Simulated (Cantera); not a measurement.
A closed system holds: 1 mol Ta(OEt)5, 2.9 mol H2O, 2.2 mol CO2, at 0.0300 Torr.

These are equilibrium values from Cantera (NASA tables, ideal gas, pure condensed phases), not measurements of a reactor. Candidate condensed phases: C, C6H6, C7H8, C8H18, H2O, Ta, TaC, Ta2O5; 113 gas species. The feed counts by its element totals alone. Mutual solubility and eutectic melting of coexisting phases are not modelled. TaC: taken at fixed stoichiometry. Condensed phases not in the tables: Ta2C, N, O or C dissolved in the metal. Rates play no part.

x: gas mole fraction; n: condensed amount in mol.

```tsv
T (K)	x H2	x CO	x H	x TaO2	n TaC(s)	n Ta2O5(s)	n Ta(s)
1275	0.572	0.428	8.82e-5	1.23e-11	0.687	0.157	0
1325	0.572	0.428	0.000196	1.28e-10	0.687	0.157	0
1375	0.572	0.428	0.000410	1.12e-9	0.687	0.157	0
1425	0.571	0.428	0.000815	8.39e-9	0.687	0.157	0
1475	0.571	0.427	0.00155	5.45e-8	0.687	0.157	0
1525	0.570	0.427	0.00282	3.12e-7	0.687	0.156	0
1575	0.568	0.427	0.00495	1.60e-6	0.687	0.156	0
1625	0.565	0.426	0.00839	7.35e-6	0.687	0.156	0
1675	0.547	0.439	0.0136	2.92e-5	0	0.0184	0.962
1725	0.541	0.437	0.0216	9.89e-5	0	0.0171	0.962
1775	0.531	0.434	0.0334	0.000312	0	…	0.962
1825	0.518	0.430	0.0501	0.000923	0	…	0.957
1875	0.500	0.425	0.0733	0.00134	0	…	0.951
```

Q: Complete the blanks.

A: 
- 1775, n Ta2O5(s): 0.0140
- 1825, n Ta2O5(s): 0.00570
- 1875, n Ta2O5(s): 0
